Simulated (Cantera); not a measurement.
An isothermal, constant-pressure homogeneous reactor starts with H2 : O2 : N2 = 0.015 : 1 : 1.4 (molar parts), equivalence ratio 0.0075, at 1300 K and 2700 Pa. Integrator tolerance rtol = 1e-08.

Detailed kinetics in Cantera: GRI-Mech 3.0 (53 species, 325 reactions). Radical loss at walls, strong at low pressure, is not modelled.

What does this change do: temperature 1300 to 1200 K?


```
quantity                                            before                                     after
----------------  ----------------------------------------  ----------------------------------------
x(H2) at 30.0 s    8.42e-9 (gas-phase equilibrium 5.16e-9)  3.20e-9 (gas-phase equilibrium 7.55e-10)
x(O2) at 30.0 s        0.412 (gas-phase equilibrium 0.412)       0.412 (gas-phase equilibrium 0.412)
x(H2O) at 30.0 s   0.00623 (gas-phase equilibrium 0.00623)   0.00623 (gas-phase equilibrium 0.00623)
x(N2O) at 30.0 s   1.58e-8 (gas-phase equilibrium 4.48e-9)   2.99e-8 (gas-phase equilibrium 2.34e-9)
x(OH) at 30.0 s    9.79e-6 (gas-phase equilibrium 7.67e-6)   4.48e-6 (gas-phase equilibrium 2.19e-6)
x(NO) at 30.0 s   1.37e-7 (gas-phase equilibrium 0.000479)  5.54e-8 (gas-phase equilibrium 0.000237)
```

What does this change do: H2 0.015 to 0.077 parts?


```csv
quantity,before,after
x(H2) at 30.0 s,8.42e-9 (gas-phase equilibrium 5.16e-9),3.00e-8 (gas-phase equilibrium 2.67e-8)
x(O2) at 30.0 s,0.412 (gas-phase equilibrium 0.412),0.394 (gas-phase equilibrium 0.394)
x(H2O) at 30.0 s,0.00623 (gas-phase equilibrium 0.00623),0.0316 (gas-phase equilibrium 0.0316)
x(N2O) at 30.0 s,1.58e-8 (gas-phase equilibrium 4.48e-9),1.12e-8 (gas-phase equilibrium 4.33e-9)
x(OH) at 30.0 s,9.79e-6 (gas-phase equilibrium 7.67e-6),1.81e-5 (gas-phase equilibrium 1.71e-5)
x(NO) at 30.0 s,1.37e-7 (gas-phase equilibrium 0.000479),9.41e-7 (gas-phase equilibrium 0.000465)
```

What does this change do: pressure from 2700 Pa to 840 Pa?


```
quantity                                            before                                     after
----------------  ----------------------------------------  ----------------------------------------
x(H2) at 30.0 s    8.42e-9 (gas-phase equilibrium 5.16e-9)   2.04e-7 (gas-phase equilibrium 9.25e-9)
x(O2) at 30.0 s        0.412 (gas-phase equilibrium 0.412)       0.412 (gas-phase equilibrium 0.412)
x(H2O) at 30.0 s   0.00623 (gas-phase equilibrium 0.00623)   0.00621 (gas-phase equilibrium 0.00623)
x(N2O) at 30.0 s   1.58e-8 (gas-phase equilibrium 4.48e-9)   1.26e-8 (gas-phase equilibrium 2.50e-9)
x(OH) at 30.0 s    9.79e-6 (gas-phase equilibrium 7.67e-6)   4.82e-5 (gas-phase equilibrium 1.03e-5)
x(NO) at 30.0 s   1.37e-7 (gas-phase equilibrium 0.000479)  1.52e-7 (gas-phase equilibrium 0.000479)
```
